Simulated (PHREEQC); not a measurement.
Dissolve 0.03 mol HF, 0.0021 mol KF, 0.048 mol (NH4)2SiF6 and 0.23 mol HCl per kg of water at 21 °C. Closed to the air; pH follows from the charge balance.

Equilibrium calculation in PHREEQC: ion-association model, wateq4f.dat.

Each row changes one thing in this solution. This is a speciation only: nothing precipitates in the calculation.

```
case                                        pH  ionic strength (mol/kgw)  HF (mol/kgw)  H2F2 (mol/kgw)  F- (mol/kgw)  HF2- (mol/kgw)
----------------------------------------  ----  ------------------------  ------------  --------------  ------------  --------------
as made                                   0.75                     0.374        0.0271         0.00240      0.000182         1.99e-5
(NH4)2SiF6 left out                       0.74                     0.230        0.0272         0.00235      0.000163         1.74e-5
HCl from 0.23 to 0.207 mol/kgw            0.80                     0.351        0.0271         0.00239             ?         2.17e-5
KF from 0.0021 to 0.00105 mol/kgw         0.75                     0.374        0.0263         0.00227      0.000176         1.87e-5
HCl from 0.23 to 0.115 mol/kgw            1.05                     0.259        0.0270               ?      0.000335         3.57e-5
(NH4)2SiF6 from 0.048 to 0.0528 mol/kgw   0.75                     0.389        0.0271         0.00241      0.000183               ?
diluted 100-fold with water                  ?                         ?       0.00144         6.20e-6      0.000517         2.76e-6
HF replaced by NH4F at the same molality  0.81                     0.374        0.0271         0.00240      0.000209         2.29e-5
temperature from 21 to 20 °C              0.75                     0.374        0.0270         0.00247      0.000184         1.99e-5
```

Q: Complete the blanks.

A: 
- HCl from 0.23 to 0.207 mol/kgw, F- (mol/kgw): 0.000199
- HCl from 0.23 to 0.115 mol/kgw, H2F2 (mol/kgw): 0.00233
- (NH4)2SiF6 from 0.048 to 0.0528 mol/kgw, HF2- (mol/kgw): 2.02e-5
- diluted 100-fold with water, pH: 2.67
- diluted 100-fold with water, ionic strength (mol/kgw): 0.00344

Some of these states are supersaturated (in Quartz (slow to form), for instance). SiF6-2 is the database's only silicon fluoride.
